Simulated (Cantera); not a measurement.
Input (Python, Cantera) and output of one run.

```python
import numpy as np
import cantera as ct

gas_names = """
    B BF BF2 BF3 BO BOF BOF2 BO2 B2 B2O B2O2 B2O3 B3O3F3 F FO FO2 F2 F2O O O2 O3
""".split()
cond_names = """
    B(b) B(L) B2O3(L)
""".split()


def load(file, names, dense=False):
    # The tables refer to 1 bar. Condensed volumes are neglected.
    table = {s.name: s for s in ct.Species.list_from_file(file)}
    out = []
    for n in names:
        d = dict(table[n].input_data)
        d["thermo"] = dict(d["thermo"], **{"reference-pressure": 1e5})
        if dense:
            d["equation-of-state"] = {"model": "constant-volume", "density": "1e6 g/cm^3"}
        out.append(ct.Species.from_dict(d))
    return out


gas = ct.Solution(thermo="ideal-gas", species=load("nasa_gas.yaml", gas_names))
cond = {s.name: ct.Solution(thermo="fixed-stoichiometry", species=[s], name=s.name)
        for s in load("nasa_condensed.yaml", cond_names, dense=True)}
atoms = {
    'BF3': {'B': 1, 'F': 3},
    'O2': {'O': 2},
}
top_T = {}  # K; cautious upper limits of use, not melting points


def equilibrate(T, P, feed):
    n = {}
    for name, mol in feed.items():
        for a, k in atoms[name].items():
            n[a] = n.get(a, 0.0) + k * mol
    gas.TPX = T, P, n
    mass = sum(n.values()) * gas.mean_molecular_weight
    gas.equilibrate("TP")
    valid = [c for c in cond.values() if c.min_temp <= T <= top_T.get(c.name, c.max_temp)]
    mix = ct.Mixture([(gas, mass / gas.mean_molecular_weight)] + [(c, 0.0) for c in valid])
    mix.T, mix.P = T, P
    mix.equilibrate("TP", solver="vcs", rtol=1e-11, max_steps=5000)
    return mix


results = []
feed = {'BF3': 1, 'O2': 0.18}  # mol
P = 10000  # Pa
for T in [975, 1075, 1175, 1275, 1375, 1475, 1575, 1675, 1775, 1875, 1975]:
    mix = equilibrate(T, P, feed)
    results.append((T, P, feed, dict(zip(mix.species_names, mix.species_moles))))

top = {s: max(r[3][s] / sum(r[3][g] for g in gas_names) for r in results) for s in gas_names}
cols = sorted((s for s in top if top[s] > 0.0001), key=lambda s: -top[s])[:5]
seen = [c for c in cond_names if any(r[3].get(c, 0) > 1e-12 for r in results)]
print("log10 of partial pressures in bar; condensed amounts in mol")
print(f"{'T/K':>10s}" + "".join(f"{s[:9]:>10s}" for s in cols + seen))
for T, P, feed, n in results:
    ng = sum(n[g] for g in gas_names)
    print(f"{T:10.4g}" + "".join(f"{np.log10(max(n[s] / ng * P / 1e5, 1e-99)):10.3f}" for s in cols)
          + "".join(f"{n.get(c, 0):10.4g}" for c in seen))
```

Output:

```
log10 of partial pressures in bar; condensed amounts in mol
       T/K       BF3        O2         F       BOF         O
       975    -1.072    -1.817    -9.189   -10.619   -11.050
      1075    -1.072    -1.817    -8.193    -9.121    -9.791
      1175    -1.072    -1.817    -7.324    -7.960    -8.744
      1275    -1.072    -1.817    -6.559    -7.044    -7.860
      1375    -1.072    -1.817    -5.887    -6.295    -7.104
      1475    -1.072    -1.817    -5.297    -5.665    -6.450
      1575    -1.072    -1.817    -4.778    -5.123    -5.879
      1675    -1.072    -1.817    -4.319    -4.650    -5.375
      1775    -1.073    -1.818    -3.910    -4.233    -4.928
      1875    -1.074    -1.820    -3.544    -3.861    -4.529
      1975    -1.076    -1.824    -3.216    -3.529    -4.171
```

Equilibrium computed with Cantera from the NASA thermochemical tables; the gas is ideal and each condensed phase is pure.
